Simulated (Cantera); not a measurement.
A perfectly stirred reactor is fed with C₃H₈ : O₂ : N₂ : H₂O = 1 : 3.33 : 31.7 : 1.6 (molar parts), at 3530 Torr; it is adiabatic with a 625 K inlet, and is followed from long to short residence time, starting on the burning branch (τ in s: 0.42, 0.14, 0.048, 0.016, 0.0054, 0.0018, 0.00061, 0.00021, 7e-05).

Cantera simulation using GRI-Mech 3.0 (53 species, 325 reactions); the numbers are that mechanism's predictions, not measurements. GRI-Mech 3.0 was tuned for natural gas; its chemistry of propane as a main component is partial and can be far from experiment.

**Question.** What does this change do: C3H8 1 to 1.3 parts?

**Answer.** 
| quantity | before | after |
|---|---|---|
| blow-out, bracketed by the residence times tried | burning at 5.40 ms, out at 1.80 ms | burning at 16.0 ms, out at 5.40 ms |
| x(C₃H₈) at τ = 0.420 s | 7.84e-6 | 3.46e-5 |
| x(O₂) at τ = 0.420 s | 0.000822 | 0.00122 |
| x(H₂O) at τ = 0.420 s | 0.105 | 0.0970 |
| x(C₂H₂) at τ = 0.420 s | 0.00324 | 0.00437 |
| x(NO) at τ = 0.420 s | 9.08e-9 | 9.94e-10 |
| x(C₃H₈) at τ = 5.40 ms | 0.000893 | 0.0343 |
| x(O₂) at τ = 5.40 ms | 0.0180 | 0.0878 |
| x(H₂O) at τ = 5.40 ms | 0.0992 | 0.0422 |
| x(C₂H₂) at τ = 5.40 ms | 0.000346 | <1e-12 |
| x(NO) at τ = 5.40 ms | 2.15e-9 | <1e-12 |

**Question.** What does this change do: H2O 1.6 to 1.1 parts?

**Answer.** 
```
quantity                                                                      before                               after
------------------------------------------------  ----------------------------------  ----------------------------------
blow-out, bracketed by the residence times tried  burning at 5.40 ms, out at 1.80 ms  burning at 5.40 ms, out at 1.80 ms
x(C₃H₈) at τ = 0.420 s                                                       7.84e-6                             6.98e-6
x(O₂) at τ = 0.420 s                                                        0.000822                            0.000788
x(H₂O) at τ = 0.420 s                                                          0.105                              0.0946
x(C₂H₂) at τ = 0.420 s                                                       0.00324                             0.00329
x(NO) at τ = 0.420 s                                                         9.08e-9                             1.16e-8
x(C₃H₈) at τ = 5.40 ms                                                      0.000893                            0.000673
x(O₂) at τ = 5.40 ms                                                          0.0180                              0.0159
x(H₂O) at τ = 5.40 ms                                                         0.0992                              0.0893
x(C₂H₂) at τ = 5.40 ms                                                      0.000346                            0.000443
x(NO) at τ = 5.40 ms                                                         2.15e-9                             3.96e-9
```
